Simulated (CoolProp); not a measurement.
The numbers come from the reference Helmholtz-energy equation of state, McLinden 2015 in CoolProp.

Problem. Give the vapour pressure (bar), liquid density (kg/m³), enthalpy of vaporisation (kJ/kg), liquid cp (kJ/(kg K)) of saturated the fluoroketone C6F12O (FK-5-1-12) at 52.35, 80.55 °C.

Solution. 
```
T (°C)  p (bar)  liquid density (kg/m³)  enthalpy of vaporisation (kJ/kg)  liquid cp (kJ/(kg K))
------  -------  ----------------------  --------------------------------  ---------------------
52.35      1.13                    1520                              87.0                   1.13
80.55      2.69                    1420                              77.8                   1.16
```
